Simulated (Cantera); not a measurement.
Feed: 1 mol toluene, 0.19 mol O2, 26 mol N2, equilibrated at 1773 K and 0.375 Torr.

Method: chemical equilibrium by Gibbs-energy minimisation in Cantera with the NASA 1993 tables (ideal gas, pure condensed phases). Candidate condensed phases: C, C6H6, C7H8, C8H18, H2O; 136 gas species. The numbers say what is thermodynamically allowed, not how fast it happens.

Base state: N2 0.853, H2 0.128, CO 0.0125, H 0.00455, HCN 0.00178, HNC 6.34e-5, C2H2 (acetylene) 1.79e-5 (mole fractions); condensed: C(graphite).

What changes in the equilibrium state with this change: temperature from 1773 K to 1475 K?


```
species            before     after
----------------  -------  --------
N2                  0.853     0.856
H2                  0.128     0.131
CO                 0.0125    0.0125
H                 0.00455  0.000210
C2H2 (acetylene)  1.79e-5   8.76e-7
HNC               6.34e-5   4.60e-6
HCN               0.00178  0.000296
C(graphite), mol     6.56      6.61
```
